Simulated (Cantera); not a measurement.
## Carbothermic reduction: CuO + CH4 + N2

Input: 1 mol CuO, 0.91 mol CH4, 14 mol N2, equilibrated at 0.100 bar.

Cantera equilibrium calculation (NASA polynomials, part measured and part estimated; ideal gas, pure solids and liquids). Candidate condensed phases: C, C6H6, C7H8, C8H18, Cu, CuO, Cu(OH)2, Cu2O, H2O; 139 gas species. Kinetics and transport are ignored.

At 1223 K the condensed part is Cu(s). From 1373 K to 1973 K the condensed part is Cu(l). From 2123 K to 2423 K nothing is condensed. The main Cu-bearing gas is Cu throughout.

| T (K) | x N2 | x H2 | x Cu | x CO | x H | n Cu(s) | n Cu(l) |
|---|---|---|---|---|---|---|---|
| 1223 | 0.837 | 0.105 | 2.29e-7 | 0.0530 | 3.08e-7 | 1.000 | 0 |
| 1373 | 0.837 | 0.104 | 7.90e-6 | 0.0533 | 3.40e-6 | 0 | 1.000 |
| 1523 | 0.837 | 0.104 | 0.000120 | 0.0535 | 2.36e-5 | 0 | 0.998 |
| 1673 | 0.836 | 0.104 | 0.00111 | 0.0536 | 0.000116 | 0 | 0.981 |
| 1823 | 0.831 | 0.103 | 0.00704 | 0.0534 | 0.000440 | 0 | 0.881 |
| 1973 | 0.808 | 0.0997 | 0.0334 | 0.0520 | 0.00135 | 0 | 0.417 |
| 2123 | 0.788 | 0.0962 | 0.0560 | 0.0508 | 0.00352 | 0 | 0 |
| 2273 | 0.786 | 0.0936 | 0.0560 | 0.0507 | 0.00813 | 0 | 0 |
| 2423 | 0.783 | 0.0889 | 0.0558 | 0.0505 | 0.0167 | 0 | 0 |
x: gas mole fraction; n: condensed amount in mol.
